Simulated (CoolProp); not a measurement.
Vapour-liquid equilibrium of C2F6 (R116) (1) + R134a (2) at 235.8 K; x and y are mole fractions of (1).

Values from CoolProp's multi-fluid Helmholtz-energy mixture model, Lemmon 2006 and Tillner-Roth 1994; pair parameters Bell 2016.

```csv
x,bubble pressure (MPa),y at the bubble point,dew pressure at overall composition x (MPa),liquid density (mol/L)
0.05,0.1604,0.637,0.06185,13.61
0.15,0.3046,0.815,0.06913,13.19
0.25,0.3895,0.860,0.07833,12.77
0.35,0.4372,0.880,0.09031,12.36
0.45,0.4647,0.890,0.1066,11.96
0.55,0.4836,0.898,0.1299,11.57
0.65,0.5014,0.907,0.1662,11.21
0.75,0.5222,0.920,0.2300,10.86
0.85,0.5478,0.941,0.3674,10.56
0.95,0.5780,0.975,0.5573,10.29
```

No azeotrope shows between x = 0.05 and 0.95.

Pair parameters are fitted to limited data, so mixtures are less certain than the pure fluids. With so large a gap from Raoult's law the liquid may split in two, which this calculation doesn't test in full.
